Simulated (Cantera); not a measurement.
An isothermal, constant-pressure homogeneous reactor starts with CH₄ : H₂ : O₂ = 0.0027 : 1 : 0.0021 (molar parts), equivalence ratio 240, at 2675 K and 1330 Pa.

Computed with Cantera and GRI-Mech 3.0 (53 species, 325 reactions). Radical loss at walls, strong at low pressure, is not modelled.

x: mole fraction; the columns are a selection and need not sum to one.

| t (s) | x CH₄ | x H₂ | x O₂ | x CH₂CO | x CH₃ | x HO₂ |
|---|---|---|---|---|---|---|
| 1.00e-6 | 0.00268 | 0.995 | 0.00209 | <1e-12 | 4.44e-6 | 4.47e-7 |
| 8.92e-6 | 0.00266 | 0.995 | 0.00209 | <1e-12 | 2.78e-5 | 3.15e-6 |
| 7.95e-5 | 0.00261 | 0.994 | 0.00204 | <1e-12 | 7.72e-5 | 6.66e-6 |
| 0.000709 | (withheld) | 0.984 | (withheld) | 8.29e-10 | (withheld) | (withheld) |
| 0.00632 | 0.000722 | 0.952 | 2.05e-9 | 3.82e-8 | 0.000563 | 3.84e-12 |
| 0.0564 | (withheld) | 0.889 | (withheld) | (withheld) | (withheld) | 4.35e-12 |
| 0.503 | <1e-12 | 0.690 | 2.25e-8 | <1e-12 | 3.63e-12 | 5.07e-12 |
| 4.49 | <1e-12 | 0.637 | 3.39e-8 | <1e-12 | 1.74e-12 | 6.05e-12 |
| 40.0 | <1e-12 | 0.637 | 3.39e-8 | <1e-12 | 1.74e-12 | 6.05e-12 |

### Question
Fill in the missing entries.

### Answer

- 0.000709, x CH₄: 0.00225
- 0.000709, x O₂: 0.000639
- 0.000709, x CH₃: 0.000409
- 0.000709, x HO₂: 1.07e-6
- 0.0564, x CH₄: 2.39e-5
- 0.0564, x O₂: 5.51e-9
- 0.0564, x CH₂CO: 2.24e-8
- 0.0564, x CH₃: 4.92e-5
